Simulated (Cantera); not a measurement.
An adiabatic, constant-volume homogeneous reactor starts with CO : H2 : O2 : N2 = 1 : 0.04 : 0.684 : 2.57 (molar parts), equivalence ratio 0.76, at 1250 K and 10.0 bar. Integrator tolerance rtol = 1e-08.

Detailed kinetics in Cantera: GRI-Mech 3.0 (53 species, 325 reactions). The hydrogen kinetics of GRI-Mech 3.0 are dated; newer H2 mechanisms differ, most at raised pressure.

```
quantity                                                              before                                      after
---------------------------------  -----------------------------------------  -----------------------------------------
time of steepest temperature rise                                    42.6 µs                                    31.2 µs
temperature at 0.100 s                                                2941 K                                     2951 K
equilibrium temperature                                               2941 K                                     2951 K
x(CO) at 0.100 s                       0.0513 (gas-phase equilibrium 0.0513)      0.0535 (gas-phase equilibrium 0.0535)
x(H2) at 0.100 s                   0.000262 (gas-phase equilibrium 0.000262)  0.000479 (gas-phase equilibrium 0.000479)
x(O2) at 0.100 s                       0.0543 (gas-phase equilibrium 0.0543)      0.0518 (gas-phase equilibrium 0.0518)
x(OH) at 0.100 s                     0.00429 (gas-phase equilibrium 0.00429)    0.00569 (gas-phase equilibrium 0.00569)
x(NO) at 0.100 s                       0.0206 (gas-phase equilibrium 0.0206)      0.0203 (gas-phase equilibrium 0.0203)
x(N2O) at 0.100 s                    4.87e-6 (gas-phase equilibrium 4.87e-6)    4.80e-6 (gas-phase equilibrium 4.80e-6)
```

Name the change that produced these shifts.
A. initial temperature 1250 to 1700 K
B. H2 0.04 to 0.066 parts
C. initial temperature 1250 to 1300 K
D. CO 1 to 1.4 parts

B, H2 0.04 to 0.066 parts
